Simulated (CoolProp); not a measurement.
c-C4F8 (RC318) along the isobar 0.527 MPa: Z from the reference equation and from simpler models built on Tc = 115.2 °C, pc = 2.778 MPa, ω = 0.355; each cubic takes its own stable root.

The numbers come from the reference Helmholtz-energy equation of state, Platzer 1990 in CoolProp. This equation is an older, rougher fit; its heat capacities, sound speeds and derivatives of the liquid may be far off and weren't checked against measurements.

```tsv
T (°C)	phase	reference	van der Waals	Soave-Redlich-Kwong
9.05	liquid	0.02876	0.8638	0.03056
19.55	liquid	0.02846	0.8765	0.03036
30.15	liquid	0.02827	0.8876	0.03034
40.65	liquid	0.02820	0.8972	0.03051
51.15	gas	0.8681	0.9056	0.8682
61.75	gas	0.8842	0.9132	0.8829
72.25	gas	0.8974	0.9198	0.8955
82.75	gas	0.9086	0.9258	0.9064
93.35	gas	0.9183	0.9312	0.9161
```

At some of these states van der Waals gives the other phase, because its saturation line lies elsewhere.
